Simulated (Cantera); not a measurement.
A closed system holds: 1 mol SiCl₄, 0.21 mol Cl₂, 73 mol H₂, 2.1 mol HCl, equilibrated at 13.3 mbar.

Cantera equilibrium calculation (NASA polynomials, part measured and part estimated; ideal gas, pure solids and liquids). Candidate condensed phases: Si; 19 gas species. The tables' values for SiCl₃ are old estimates; treat these amounts as uncertain. Equilibrium is a limit: real reactors are often held back by kinetics, nucleation or transport.

Problem. At 927 °C, list the 4 most abundant gas species with their mole fractions, and the condensed phases.

Solution. H₂ 0.934, HCl 0.0540, SiCl₂ 0.00737, SiCl₄ 0.00218. Condensed: Si(s).
